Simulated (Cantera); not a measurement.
A closed system holds: 1 mol Fe, 7.8 mol CO, 3.4 mol H2, 6.6 mol H2O, equilibrated at 1152 °C and 0.450 Torr.

These are equilibrium values from Cantera (NASA tables, ideal gas, pure condensed phases), not measurements of a reactor. Candidate condensed phases: C, C6H6, C7H8, C8H18, Fe, Fe(CO)5, FeO, Fe(OH)2, Fe(OH)3, Fe2O3, Fe3O4, H2O; 114 gas species. The tables' stoichiometric FeO is somewhat more stable than real wüstite, so its field is too wide. FeO: taken at fixed stoichiometry. Rates play no part.

Base state: H2 0.343, CO 0.342, H2O 0.219, CO2 0.0959, H 0.000163, Fe 2.82e-5 (mole fractions); condensed: FeO(s).

### Question
What changes in the equilibrium state with this change: H2O from 6.6 to 0.76 mol?

### Answer
```json
[
 {"species": "CO", "before": "0.342", "after": "0.622"},
 {"species": "H2", "before": "0.343", "after": "0.314"},
 {"species": "H2O", "before": "0.219", "after": "0.0339"},
 {"species": "CO2", "before": "0.0959", "after": "0.0296"},
 {"species": "Fe", "before": "2.82e-5", "after": "4.66e-5"},
 {"species": "H", "before": "0.000163", "after": "0.000156"},
 {"species": "FeO(s), mol", "before": "0.999", "after": "0"},
 {"species": "Fe(γ), mol", "before": "0", "after": "0.999"}
]
```

### Question
What changes in the equilibrium state with this change: temperature from 1152 °C to 1350 °C?

### Answer
```
species        before    after
-----------  --------  -------
CO              0.342    0.355
H2              0.343    0.326
H2O             0.219    0.234
CO2            0.0959   0.0820
Fe            2.82e-5  0.00181
OH            2.27e-6  4.83e-5
H            0.000163  0.00161
Fe(OH)2       1.60e-6  1.07e-5
FeO(s), mol     0.999    0.967
```
